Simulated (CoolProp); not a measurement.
The numbers come from the reference Helmholtz-energy equation of state, Schmidt 1985 in CoolProp.

Problem. Give the vapour pressure (MPa), vapour density (kg/m³), enthalpy of vaporisation (kJ/kg), liquid viscosity (µPa s) of saturated oxygen at -153.95, -151.05 °C.

Solution. 
```json
[
 {"T (°C)": "-153.95", "p (MPa)": "0.976", "vapour density (kg/m³)": "37.5", "enthalpy of vaporisation (kJ/kg)": "175", "liquid viscosity (µPa s)": "99.2"},
 {"T (°C)": "-151.05", "p (MPa)": "1.15", "vapour density (kg/m³)": "44.3", "enthalpy of vaporisation (kJ/kg)": "170", "liquid viscosity (µPa s)": "93.0"}
]
```

Viscosity comes from a separate model (Lemmon 2004).
